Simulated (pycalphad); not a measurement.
CALPHAD calculation (pycalphad, COST 507 light-alloy database (1999)), 1 atm. These are 1990s assessments: newer ones move some temperatures and phases. Kinetics are ignored, which matters at the lower temperatures.

How does the equilibrium phase assembly of Si-46.7Cu (at.%) change on cooling from 2350 K to 550 K?


```json
[
 {"T (K)": "1368.7", "phases above": "LIQUID", "phases below": "DIAMOND_A4 + LIQUID"},
 {"T (K)": "1073.6", "phases above": "DIAMOND_A4 + LIQUID", "phases below": "CU19SI6_ETA + DIAMOND_A4"}
]
```
Changes were sought between steps of 75 K, so a narrower field can be missed.

Database names, with the compositions (at.%) that they take in these runs: CU19SI6_ETA: Cu 76 Si 24. DIAMOND_A4 is diamond (Si).
